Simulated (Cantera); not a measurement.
Input: 1 mol SiHCl3, 0.014 mol Cl2, 620 mol H2, equilibrated at 1773 K and 8.30 mbar.

Cantera equilibrium calculation (NASA polynomials, part measured and part estimated; ideal gas, pure solids and liquids). Candidate condensed phases: Si; 19 gas species. The tables' values for SiCl are old estimates; treat these amounts as uncertain. Gases not in the tables: Si2H6 and higher silanes. Kinetics and transport are ignored.

Base state: H2 0.992, HCl 0.00469, H 0.00311, Si 0.000257, SiCl2 7.14e-5, SiH 2.87e-5, SiH2 2.45e-5, Cl 1.13e-5 (mole fractions); condensed: Si(l).

Question: What changes in the equilibrium state with this change: temperature from 1773 K to 1423 K?

Answer: 
```csv
species,before,after
H2,0.992,0.995
HCl,0.00469,0.00473
H,0.00311,7.27e-5
Si,0.000257,1.84e-7
SiCl2,7.14e-5,6.78e-5
SiH,2.87e-5,7.50e-8
SiCl,1.12e-5,1.16e-7
SiH2,2.45e-5,5.24e-7
Cl,1.13e-5,2.83e-7
"Si(l), mol",0.753,0
"Si(s), mol",0,0.957
```
